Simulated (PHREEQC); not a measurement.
Acid rinse or clean: speciation

Solution (25 °C): 0.039 mol/kgw HF, 0.01 mol/kgw CaCl2 and 0.26 mol/kgw KCl. Closed to the air; pH follows from the charge balance.

Computed with PHREEQC (ion-association model, phreeqc.dat).

The pH is 2.27. The ionic strength comes out as 0.297 mol/kgw, the activity of water comes out as 0.990 and the specific conductance comes out as 33400 µS/cm. The density is 1.010 g/cm³ and the total alkalinity is -39.0 meq/kg.

| species | molality | activity | log γ |
|---|---|---|---|
| Cl- | 0.280 | 0.192 | -0.163 |
| K+ | 0.260 | 0.177 | -0.166 |
| HF | 0.0314 | 0.0336 | 0.030 |
| Ca+2 | 0.0100 | 0.00290 | -0.538 |
| H+ | 0.00689 | 0.00539 | -0.106 |
| F- | 0.00616 | 0.00416 | -0.171 |
| HF2- | 0.000730 | 0.000536 | -0.134 |

Precipitation was switched off in this run. Examples of supersaturated solids here: Fluorite. Others may be too. Species that the database lacks are ignored.
